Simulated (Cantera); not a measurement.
Input: 1 mol SiHCl₃, 7 mol H₂, equilibrated at 948 K and 0.0800 bar.

Equilibrium computed with Cantera from the NASA thermochemical tables; the gas is ideal and each condensed phase is pure. Candidate condensed phases: Si; 19 gas species. The tables' values for SiCl₃ are old estimates; treat these amounts as uncertain. Equilibrium is a limit: real reactors are often held back by kinetics, nucleation or transport.

Base state: H₂ 0.893, SiCl₄ 0.0699, SiHCl₃ 0.0228, HCl 0.0123, SiH₂Cl₂ 0.000752, SiCl₃ 0.000732, SiCl₂ 0.000259 (mole fractions); condensed: Si(s).

Problem. What changes in the equilibrium state with this change: SiHCl₃ replaced by Si₃H₈?

Solution. 
```tsv
species	before	after
H₂	0.893	1.00
SiCl₄	0.0699	0
SiHCl₃	0.0228	0
HCl	0.0123	0
SiH₂Cl₂	0.000752	0
SiCl₃	0.000732	0
SiCl₂	0.000259	0
Si(s), mol	0.223	3.00
```
The feed counts by its element totals alone.
